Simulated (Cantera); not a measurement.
A perfectly stirred reactor is fed with CH4 : H2 : CO2 = 0.014 : 1 : 0.013 (molar parts), at 0.133 bar; it is held at 2100 K, and followed from long to short residence time.

Model: GRI-Mech 3.0 (53 species, 325 reactions), integrated in Cantera.

One state of this run: x CH4 = 0.00719; x H2 = 0.960; x CO2 = 0.00155; x C2H = 4.22e-7; x C2H2 = 0.00258; x H2O = 0.0107; x HO2 = <1e-12. x: mole fraction; the columns are a selection and need not sum to one.

Problem. Which value of τ (s) does it belong to?
A. 0.019
B. 0.076
C. 0.0047
D. 0.0012

Solution. C, 0.0047
